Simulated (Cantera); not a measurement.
**Premixed flame**

A freely propagating, adiabatic, planar premixed flame of H2 : O2 : N2 : H2O = 1 : 0.62 : 2.98 : 1.1 (molar parts), unburnt at 600 K and 100.0 Torr; mixture-averaged transport, grid criteria slope 0.08 and curve 0.16, no radiation.

Computed with Cantera and the H2/O2 subset of GRI-Mech 3.0, which has no nitrogen chemistry. Burning velocities carry a grid error of a few per cent, more on coarse grids.

```tsv
z (mm)	T (K)	u (m/s)	x H2	x O2	x H2O	x OH	x O	x H
-18.2	600	3.16	0.175	0.109	0.193	<1e-8	<1e-8	<1e-8
-12.2	600	3.16	0.175	0.109	0.193	<1e-8	<1e-8	<1e-8
-9.12	600	3.16	0.175	0.109	0.193	<1e-8	<1e-8	<1e-8
-6.08	600	3.15	0.175	0.109	0.193	<1e-8	<1e-8	5.63e-8
-3.04	612	3.20	0.171	0.109	0.195	2.73e-5	6.77e-6	0.000123
-1.52	742	3.83	0.147	0.105	0.211	0.000286	0.000152	0.00292
0	1033	5.21	0.0848	0.0801	0.269	0.00135	0.00239	0.0179
1.52	1247	6.22	0.0359	0.0485	0.328	0.00415	0.00527	0.0277
3.04	1353	6.72	0.0257	0.0396	0.345	0.00582	0.00553	0.0246
6.08	1463	7.22	0.0226	0.0356	0.355	0.00694	0.00474	0.0173
12.2	1568	7.68	0.0188	0.0322	0.366	0.00741	0.00356	0.0107
24.3	1659	8.07	0.0140	0.0291	0.376	0.00711	0.00236	0.00568
48.6	1731	8.37	0.00903	0.0266	0.386	0.00611	0.00138	0.00255
```
x: mole fraction of selected species; z is measured from the peak of heat release.

The laminar burning velocity is 316 cm/s and the thermal thickness comes out as 6.08 mm. The peak x(OH) is 0.00742. The peak x(O) comes out as 0.00559. The peak x(H) is 0.0278 and the grid points comes out as 130.
